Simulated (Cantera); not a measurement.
Charge: 1 mol CF4, 0.021 mol CH4, 0.078 mol H2, equilibrated at 158 Torr.

Method: chemical equilibrium by Gibbs-energy minimisation in Cantera with the NASA 1993 tables (ideal gas, pure condensed phases). Candidate condensed phases: C, C6H6, C7H8, C8H18; 95 gas species. Gases not in the tables: C2F6 and larger saturated fluorocarbons. The numbers say what is thermodynamically allowed, not how fast it happens.

Problem. Which condensed phases are stable at each of these points (T (°C)): 1452, 1552, 1652, 1752, 1852, 1952, 2052, 2152, 2252, 2352, 2452, 2552?

Solution. 
| T (°C) | condensed phases | C condensed (%) |
|---|---|---|
| 1452 | C(graphite) | 7.8 |
| 1552 | C(graphite) | 7.7 |
| 1652 | C(graphite) | 7.3 |
| 1752 | C(graphite) | 6.4 |
| 1852 | C(graphite) | 4.7 |
| 1952 | C(graphite) | 1.6 |
| 2052 | gas only | 0.0 |
| 2152 | gas only | 0.0 |
| 2252 | gas only | 0.0 |
| 2352 | gas only | 0.0 |
| 2452 | gas only | 0.0 |
| 2552 | gas only | 0.0 |

From 1452 °C to 1952 °C the condensed part is C(graphite). From 2052 °C to 2552 °C nothing is condensed.
